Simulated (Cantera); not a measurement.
Cantera run, input and output.

```python
import numpy as np
import cantera as ct

gas = ct.Solution("gri30.yaml")
gas.TPX = 550, 37000, {'CH4': 1, 'H2': 0.15, 'O2': 1.89, 'N2': 7.09}
flame = ct.FreeFlame(gas, width=0.08)
flame.set_refine_criteria(ratio=3, slope=0.08, curve=0.16)
flame.transport_model = "mixture-averaged"
flame.solve(loglevel=0, auto=True)
flame.transport_model = "multicomponent"
flame.soret_enabled = True
flame.solve(loglevel=0, refine_grid=True)
z, T = flame.grid, flame.T
thick = (T[-1] - T[0]) / np.gradient(T, z).max()
show = ['CH4', 'H2', 'O2', 'CO', 'C2H', 'NO']
print(f"laminar burning velocity  {flame.velocity[0] * 100:.3f} cm/s")
print(f"burnt temperature         {T[-1]:.1f} K")
print(f"thermal thickness         {thick * 1e3:.4f} mm")
print(f"grid points               {len(z)}")
z0 = z[flame.heat_release_rate.argmax()]
print(f"{'z/mm':>9s}{'T/K':>9s}{'u/(m/s)':>9s}" + "".join(f"{s:>11s}" for s in show))
rows = []
for k in (-3, -2, -1.5, -1, -0.5, -0.25, 0, 0.25, 0.5, 1, 2, 4, 8):
    zz = z0 + k * thick
    rows.append([k * thick, np.interp(zz, z, T), np.interp(zz, z, flame.velocity),
                 *(np.interp(zz, z, flame.X[gas.species_index(s)]) for s in show)])
    print(f"{rows[-1][0] * 1e3:9.3f}{rows[-1][1]:9.1f}{rows[-1][2]:9.3f}" + "".join(f"{x:11.3e}" for x in rows[-1][3:]))
```

It prints:

```
laminar burning velocity  148.829 cm/s
burnt temperature         2331.1 K
thermal thickness         0.7634 mm
grid points               160
     z/mm      T/K  u/(m/s)        CH4         H2         O2         CO        C2H         NO
   -2.290    550.1    1.489  9.868e-02  1.503e-02  1.865e-01  8.536e-07 -5.941e-19  6.930e-11
   -1.527    550.9    1.492  9.852e-02  1.559e-02  1.864e-01  1.364e-05  1.780e-17  1.130e-09
   -1.145    554.7    1.503  9.800e-02  1.640e-02  1.862e-01  8.203e-05 -8.361e-17  6.982e-09
   -0.763    594.9    1.616  9.445e-02  1.870e-02  1.841e-01  1.011e-03 -1.709e-14  9.660e-08
   -0.382    953.3    2.626  7.087e-02  2.697e-02  1.570e-01  1.361e-02  1.595e-11  1.486e-06
   -0.191   1363.4    3.813  4.053e-02  3.364e-02  1.154e-01  3.399e-02  8.411e-09  4.032e-06
    0.000   1753.1    4.973  1.089e-02  3.553e-02  6.526e-02  5.655e-02  3.468e-07  9.076e-06
    0.191   1924.6    5.483  1.112e-03  2.966e-02  3.406e-02  6.092e-02  3.946e-07  1.610e-05
    0.382   1964.0    5.586  5.948e-05  2.514e-02  2.191e-02  5.429e-02  3.878e-08  2.126e-05
    0.763   1991.4    5.639  1.247e-07  2.396e-02  1.599e-02  4.473e-02  6.998e-11  2.574e-05
    1.527   2024.6    5.710  2.159e-11  2.419e-02  1.395e-02  3.958e-02  9.659e-15  2.973e-05
    3.054   2070.4    5.820  3.633e-16  2.332e-02  1.248e-02  3.809e-02 -3.281e-17  3.638e-05
    6.107   2131.2    5.966  3.907e-16  2.165e-02  1.062e-02  3.686e-02  7.437e-18  4.932e-05
```

Model: GRI-Mech 3.0 (53 species, 325 reactions), integrated in Cantera. Burning velocities carry a grid error of a few per cent, more on coarse grids.
